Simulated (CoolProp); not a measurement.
CH2F2 (R32) along the isobar 15 MPa: density (kg/m³) from the reference equation and from simpler models built on Tc = 351.3 K, pc = 5.783 MPa, ω = 0.277; each cubic takes its own stable root.

The numbers come from the reference Helmholtz-energy equation of state, Tillner-Roth 1997 in CoolProp.

| T (K) | phase | reference |
|---|---|---|
| 307.6 | liquid | 994.9 |
| 317.4 | liquid | 961.7 |
| 327.2 | liquid | 926.6 |
| 337 | liquid | 889.0 |
| 346.8 | liquid | 848.5 |
| 356.6 | supercritical | 804.4 |
| 366.4 | supercritical | 755.8 |
| 376.2 | supercritical | 702.1 |
| 386 | supercritical | 643.3 |
| 395.8 | supercritical | 580.9 |
| 405.6 | supercritical | 518.7 |
| 415.4 | supercritical | 462.0 |
| 425.2 | supercritical | 414.0 |
| 435 | supercritical | 374.9 |

Q: How far does each simpler model (van der Waals, Redlich-Kwong, Soave-Redlich-Kwong, Peng-Robinson) lie from the reference over these 14 states: mean and median of the absolute difference, and the worst?

A: 
- van der Waals: mean 29.2 %, median 34.4 %, worst -43.2 % at 307.6 K and 15 MPa
- Redlich-Kwong: mean 18.6 %, median 22.2 %, worst -24.1 % at 327.2 K and 15 MPa
- Soave-Redlich-Kwong: mean 22.2 %, median 22.8 %, worst -24.6 % at 376.2 K and 15 MPa
- Peng-Robinson: mean 14.7 %, median 14.6 %, worst -17.6 % at 386 K and 15 MPa
